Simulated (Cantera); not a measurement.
Input (Python, Cantera) and output of one run.

```python
import numpy as np
import cantera as ct

gas_names = """
    H HNO HNO2 HNO3 HO2 H2 H2O H2O2 N NH NH2 NH3 NH2OH NO NO2 NO3 N2 N2H2 N2H4 N2O O OH O2 O3 Si SiH
    SiH2 SiH3 SiH4 SiN SiO SiO2 Si2 Si2N Si3
""".split()
cond_names = """
    H2O(s) H2O(L) Si(cr) Si(L) SiO2(Lqz) SiO2(hqz) SiO2(L) Si2N2O(s) Si3N4(a)
""".split()


# ... load() reads the species with a 1 bar reference pressure and builds the phases ...
atoms = {
    'Si2H6': {'Si': 2, 'H': 6},
    'N2O': {'N': 2, 'O': 1},
    'N2': {'N': 2},
}
top_T = {'Si2N2O(s)': 2100, 'Si3N4(a)': 2400}  # K; cautious upper limits of use, not melting points


# ... equilibrate(T, P, feed) seeds the gas with the atoms and calls Mixture.equilibrate('TP', solver="vcs", rtol=1e-11, max_steps=5000) ...
results = []
feed = {'Si2H6': 1, 'N2O': 1.2, 'N2': 7.7}  # mol
T = 1375  # K
P = 25  # Pa
mix = equilibrate(T, P, feed)
results.append((T, P, feed, dict(zip(mix.species_names, mix.species_moles))))
print(gas.report(threshold=1e-06))
for i in range(1, mix.n_phases):
    print(f"{mix.phase(i).name:16s} {mix.phase_moles(i):12.5e} mol")
```

It prints:

```
       temperature   1375 K
          pressure   25 Pa
           density   4.5931e-05 kg/m^3
  mean mol. weight   21.004 kg/kmol
   phase of matter   gas

                          1 kg             1 kmol
                     ---------------   ---------------
          enthalpy         1.581e+06        3.3207e+07  J
   internal energy        1.0367e+06        2.1775e+07  J
           entropy             14088        2.9591e+05  J/K
    Gibbs function        -1.779e+07       -3.7367e+08  J
 heat capacity c_p            1602.9             33667  J/K
 heat capacity c_v              1207             25353  J/K

                      mass frac. Y      mole frac. X     chem. pot. / RT
                     ---------------   ---------------   ---------------
                 H        5.4241e-06        0.00011302           -13.974
                H2          0.026107             0.272           -27.949
               H2O        7.6008e-06         8.862e-06           -67.033
                N2           0.96541           0.72384           -34.366
               SiO         0.0084692         0.0040352           -50.961
     [  +30 minor]         4.048e-09        4.0158e-09

Si(cr)            0.00000e+00 mol
SiO2(hqz)         1.18437e-01 mol
Si2N2O(s)         9.18534e-01 mol
Si3N4(a)          0.00000e+00 mol
```

Cantera equilibrium calculation (NASA polynomials, part measured and part estimated; ideal gas, pure solids and liquids). The feed counts by its element totals alone. Mutual solubility and eutectic melting of coexisting phases are not modelled. The tables hold silica as quartz up to 1696 K and as liquid above; real silica turns to tridymite and cristobalite and melts near 1996 K.
